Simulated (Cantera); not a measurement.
Charge: 1 mol SiCl4, 0.028 mol Cl2, 35 mol N2, 2.7 mol HCl, held at 1452 °C and 1.00 Torr.

Cantera equilibrium calculation (NASA polynomials, part measured and part estimated; ideal gas, pure solids and liquids). Candidate condensed phases: NH4Cl, Si, Si3N4; 28 gas species. The tables' values for SiCl3 are old estimates; treat these amounts as uncertain. Kinetics and transport are ignored.

Base state: N2 0.867, HCl 0.0668, Cl 0.0413, SiCl2 0.0175, SiCl3 0.00479, SiCl4 0.00244, Cl2 4.75e-5, H2 4.06e-5 (mole fractions); condensed: gas only.

**Question.** What changes in the equilibrium state with this change: temperature from 1452 °C to 1075 °C?

**Answer.** 
```
species   before     after
-------  -------  --------
N2         0.867     0.903
HCl       0.0668    0.0696
SiCl4    0.00244    0.0253
Cl        0.0413   0.00200
SiCl2     0.0175   4.74e-5
H        3.24e-5   1.16e-7
H2       4.06e-5   3.37e-6
SiCl3    0.00479  0.000488
Cl2      4.75e-5   1.52e-5
```
